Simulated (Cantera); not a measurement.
Stirred combustor or abatement burner

A perfectly stirred reactor is fed with 1.49 % C3H8, 18.6 % O2, 70.0 % N2, 9.84 % H2O, equivalence ratio 0.40, at 9.08 atm; it is adiabatic with a 698 K inlet, and is followed from long to short residence time, starting on the burning branch (τ in s: 0.094, 0.038, 0.016, 0.0063, 0.0026, 0.001, 0.00043, 0.00017, 7.1e-05, 2.9e-05).

Computed with Cantera and GRI-Mech 3.0 (53 species, 325 reactions). GRI-Mech 3.0 was tuned for natural gas; its chemistry of propane as a main component is partial and can be far from experiment.

```
τ (s)    T (K)   x C3H8   x O2   x H2O     x CH2      x OH
-------  -----  -------  -----  ------  --------  --------
0.094     1532  1.42e-6  0.110   0.156  9.50e-10  0.000106
0.038     1530  3.02e-6  0.110   0.155   2.34e-9  0.000124
0.016     1527  6.34e-6  0.111   0.155   5.40e-9  0.000141
0.0063    1518  1.50e-5  0.111   0.155   1.27e-8  0.000148
0.0026    1492  4.19e-5  0.113   0.154   2.42e-8  0.000124
0.0010     698   0.0149  0.186  0.0984    <1e-12    <1e-12
0.00043    698   0.0149  0.186  0.0984    <1e-12    <1e-12
0.00017    698   0.0149  0.186  0.0984    <1e-12    <1e-12
7.1e-5     698   0.0149  0.186  0.0984    <1e-12    <1e-12
2.9e-5     698   0.0149  0.186  0.0984    <1e-12    <1e-12
```
x: mole fraction; the columns are a selection and need not sum to one.
